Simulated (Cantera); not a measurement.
Feed: 1 mol MgF₂, 1.4 mol O₂, 92 mol H₂, held at 1000 Pa.

Method: chemical equilibrium by Gibbs-energy minimisation in Cantera with the NASA 1993 tables (ideal gas, pure condensed phases). Candidate condensed phases: H₂O, Mg, MgF₂, MgO, Mg(OH)₂; 31 gas species. Mutual solubility and eutectic melting of coexisting phases are not modelled. Rates play no part.

x: gas mole fraction; n: condensed amount in mol.

```
T (°C)   x H₂   x H₂O     x HF      x H    x MgF₂      x Mg  n MgF₂(s)  n MgO(s)
------  -----  ------  -------  -------  --------  --------  ---------  --------
675     0.968  0.0288  0.00310  5.16e-9  1.16e-10    <1e-12      0.857         …
725     0.967  0.0273  0.00599  2.11e-8   1.33e-9    <1e-12      0.723         …
775     0.964  0.0250   0.0106  7.59e-8   1.20e-8    <1e-12      0.508         …
825     0.961  0.0215   0.0173  2.42e-7   8.81e-8  2.68e-12      0.197         …
875     0.959  0.0194   0.0215  7.02e-7   3.33e-7  3.09e-11          0     1.000
925     0.959  0.0194   0.0215  1.86e-6   6.87e-7  2.63e-10          0     1.000
975     0.959  0.0194   0.0215  4.57e-6   1.33e-6   1.89e-9          0     1.000
1025    0.959  0.0194   0.0215  1.05e-5   2.44e-6   1.15e-8          0     1.000
```

**Question.** Complete the blanks.

**Answer.** 
- 675, n MgO(s): 0.143
- 725, n MgO(s): 0.277
- 775, n MgO(s): 0.492
- 825, n MgO(s): 0.803
